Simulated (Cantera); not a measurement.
A freely propagating, adiabatic, planar premixed flame of H₂ : O₂ : N₂ = 1 : 0.333 : 1.37 (molar parts), equivalence ratio 1.5, unburnt at 550 K and 230000 Pa; mixture-averaged transport, grid criteria slope 0.08 and curve 0.16, no radiation.

Model: the H2/O2 subset of GRI-Mech 3.0, which has no nitrogen chemistry, integrated in Cantera. The hydrogen kinetics of GRI-Mech 3.0 are dated; newer H2 mechanisms differ, most at raised pressure. Burning velocities carry a grid error of a few per cent, more on coarse grids.

Problem. Predict: laminar burning velocity; thermal thickness; peak x(HO₂); peak x(H₂O₂); peak x(OH).

Solution. 
| Property | Result |
|---|---|
| laminar burning velocity | 749 cm/s |
| thermal thickness | 0.149 mm |
| peak x(HO₂) | 0.000558 |
| peak x(H₂O₂) | 3.78e-5 |
| peak x(OH) | 0.00965 |
